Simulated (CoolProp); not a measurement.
Vapour-liquid equilibrium of cyclohexane (1) + p-xylene (2) at 0.0924 bar; x and y are mole fractions of (1).

Computed with CoolProp (multi-fluid Helmholtz-energy mixture model, Zhou 2014 and Zhou 2012; pair parameters Bell 2016).

```
x      bubble temperature, mixture model (°C)  bubble temperature, Raoult's law (°C)  y, mixture model  y, Raoult's law
-----  --------------------------------------  -------------------------------------  ----------------  ---------------
0.05                                     57.8                                   60.3             0.358            0.284
0.125                                    48.3                                   52.5             0.616            0.538
0.2                                      41.8                                   46.4             0.743            0.684
0.275                                    37.1                                   41.4             0.814            0.776
0.35                                     33.5                                   37.3             0.859            0.837
0.425                                    30.6                                   33.8             0.891            0.880
0.5                                      28.2                                   30.8             0.914            0.912
0.575                                    26.2                                   28.2             0.932            0.935
0.65                                     24.4                                   25.9             0.947            0.953
0.725                                    22.8                                   23.8             0.960            0.967
0.8                                      21.3                                   21.9             0.972            0.979
0.875                                    19.9                                   20.2             0.983            0.988
0.95                                     18.5                                   18.6             0.993            0.996
```

The largest gap from Raoult's law is -4.6 K in bubble temperature, at x = 0.2. No azeotrope shows between x = 0.05 and 0.95.

Pair parameters are fitted to limited data, so mixtures are less certain than the pure fluids.
